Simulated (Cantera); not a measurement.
Input: 1 mol PbO, 1.1 mol H₂, 26 mol N₂, held at 17.0 Pa.

These are equilibrium values from Cantera (NASA tables, ideal gas, pure condensed phases), not measurements of a reactor. Candidate condensed phases: H₂O, Pb, PbO, PbO₂, Pb₃O₄; 27 gas species. Rates play no part.

x: gas mole fraction; n: condensed amount in mol.

```tsv
T (°C)	x N₂	x H₂O	x Pb	x H₂	x PbO	x H	x OH	n Pb(s)	n Pb(l)
275	0.959	0.0369	7.70e-10	0.00369	<1e-12	<1e-12	<1e-12	1.00	0
325	0.959	0.0369	2.67e-8	0.00369	<1e-12	<1e-12	<1e-12	1.000	0
375	0.959	0.0369	4.94e-7	0.00369	<1e-12	<1e-12	<1e-12	0	1.000
425	0.959	0.0369	5.98e-6	0.00369	<1e-12	<1e-12	<1e-12	0	1.000
475	0.959	0.0369	5.15e-5	0.00369	1.05e-11	1.34e-12	<1e-12	0	0.999
525	0.959	0.0369	0.000337	0.00369	2.32e-10	1.24e-11	<1e-12	0	0.991
575	0.958	0.0368	0.00176	0.00368	3.54e-9	8.86e-11	<1e-12	0	0.952
625	0.952	0.0366	0.00762	0.00366	4.00e-8	5.08e-10	___	0	0.792
675	0.932	0.0359	0.0282	0.00359	3.49e-7	2.41e-9	___	0	0.214
725	0.925	0.0356	0.0356	0.00356	9.57e-7	9.84e-9	___	0	0
775	0.925	0.0356	0.0356	0.00356	1.93e-6	3.54e-8	___	0	0
825	0.925	0.0356	0.0356	0.00356	3.66e-6	1.13e-7	___	0	0
875	0.925	0.0356	0.0356	0.00357	6.56e-6	3.28e-7	___	0	0
925	0.925	0.0356	0.0356	0.00357	1.12e-5	8.71e-7	___	0	0
```

Task: Complete the blanks.

Result: 
- 625, x OH: 4.67e-12
- 675, x OH: 3.49e-11
- 725, x OH: 2.14e-10
- 775, x OH: 1.11e-9
- 825, x OH: 4.98e-9
- 875, x OH: 1.96e-8
- 925, x OH: 6.86e-8
